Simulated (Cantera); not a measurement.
Charge: 1 mol V, 0.034 mol H2O, equilibrated at 2023 K and 3.50 Pa.

Cantera equilibrium calculation (NASA polynomials, part measured and part estimated; ideal gas, pure solids and liquids). Candidate condensed phases: H2O, V, VO, V2O3, V2O4, V2O5; 12 gas species. Mutual solubility and eutectic melting of coexisting phases are not modelled. VO: taken at fixed stoichiometry. Condensed phases not in the tables: N, O or C dissolved in the metal. Kinetics and transport are ignored.

Base state: H2 0.578, H 0.244, V 0.0929, VO 0.0789, VO2 0.00638, H2O 0.000217 (mole fractions); condensed: V(s) + VO(s).

Task: What changes in the equilibrium state with this change: temperature from 2023 K to 1225 K?

Result: 
| species | before | after |
|---|---|---|
| H2 | 0.578 | 1.000 |
| H | 0.244 | 5.27e-5 |
| H2O | 0.000217 | 6.01e-7 |
| V | 0.0929 | <1e-9 |
| VO | 0.0789 | <1e-9 |
| VO2 | 0.00638 | <1e-9 |
| V(s), mol | 0.962 | 0.966 |
| VO(s), mol | 0.0295 | 0.0340 |
